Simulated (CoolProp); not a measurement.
Vapour-liquid equilibrium of cyclohexane (1) + toluene (2) at 0.819 MPa; x and y are mole fractions of (1).

The numbers come from the multi-fluid Helmholtz-energy mixture model, Zhou 2014 and Lemmon 2006; pair parameters Bell 2016 in CoolProp.

Task: Give the bubble temperature and the first vapour's composition at x = 0.35, 0.55, 0.85. Is there an azeotrope?

Result: x = 0.35: 461.3 K, y = 0.483; x = 0.55: 454.5 K, y = 0.667; x = 0.85: 446.9 K, y = 0.893. No azeotrope shows between x = 0.05 and 0.95.

The pair parameters rest on a limited set of measurements; away from them the model extrapolates.
